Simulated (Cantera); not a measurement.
Input (Python, Cantera):

```python
import numpy as np
import cantera as ct

gas = ct.Solution("SiF4_NH3_mec.yaml", "gas")
gas.TPX = 2348, 13332, {'NH3': 1, 'H2': 2.2}
inlet = ct.Reservoir(gas, clone=True)

reactor = ct.IdealGasConstPressureReactor(gas, energy="off", clone=False)
exhaust = ct.Reservoir(gas, clone=True)
tau = [6.1, 2.9, 1.4, 0.69, 0.33, 0.16, 0.078, 0.038, 0.018, 0.0089, 0.0043][0]
for a, b in ((inlet, reactor), (reactor, exhaust)):
    ct.MassFlowController(a, b, mdot=lambda t: reactor.mass / tau)
net = ct.ReactorNet([reactor])
show = ['NH3', 'H2', 'N2H4', 'NH2', 'N2H2', 'N2']

rows = []
print(f"{'tau/s':>10s}{'T/K':>9s}" + "".join(f"{s:>11s}" for s in show))
for tau in [6.1, 2.9, 1.4, 0.69, 0.33, 0.16, 0.078, 0.038, 0.018, 0.0089, 0.0043]:
    net.initial_time = 0.0
    net.advance(30 * tau)
    before = gas.X
    net.advance(40 * tau)
    drift = np.max(np.abs(gas.X - before) / (gas.X + 1e-9))
    rows.append([gas.T, *gas[show].X, drift])
    print(f"{tau:10.3e}{gas.T:9.1f}" + "".join(f"{x:11.3e}" for x in gas[show].X))
```

It prints:

```
     tau/s      T/K        NH3         H2       N2H4        NH2       N2H2         N2
 6.100e+00   2348.0  1.211e-04  8.524e-01  1.059e-12  1.376e-05  1.854e-09  1.172e-01
 2.900e+00   2348.0  1.912e-04  8.534e-01  2.422e-12  2.081e-05  4.129e-09  1.172e-01
 1.400e+00   2348.0  3.310e-04  8.557e-01  6.013e-12  3.277e-05  9.660e-09  1.173e-01
 6.900e-01   2348.0  7.220e-04  8.603e-01  1.837e-11  5.722e-05  2.554e-08  1.174e-01
 3.300e-01   2348.0  3.021e-03  8.677e-01  1.009e-10  1.338e-04  9.260e-08  1.171e-01
 1.600e-01   2348.0  1.231e-02  8.670e-01  4.896e-10  2.944e-04  2.768e-07  1.138e-01
 7.800e-02   2348.0  3.130e-02  8.571e-01  1.508e-09  5.165e-04  6.315e-07  1.066e-01
 3.800e-02   2348.0  6.361e-02  8.379e-01  3.723e-09  8.113e-04  1.271e-06  9.421e-02
 1.800e-02   2348.0  1.130e-01  8.078e-01  7.900e-09  1.182e-03  2.323e-06  7.525e-02
 8.900e-03   2348.0  1.686e-01  7.736e-01  1.338e-08  1.538e-03  3.586e-06  5.393e-02
 4.300e-03   2348.0  2.223e-01  7.404e-01  1.913e-08  1.839e-03  4.828e-06  3.333e-02
```

Model: the gas-phase N/H chemistry of the illustrative SiF4/NH3 mechanism in the Surface Chemkin manual (1991), integrated in Cantera. Walls and surfaces, which speed up NH3 decomposition in real reactors, are not modelled.
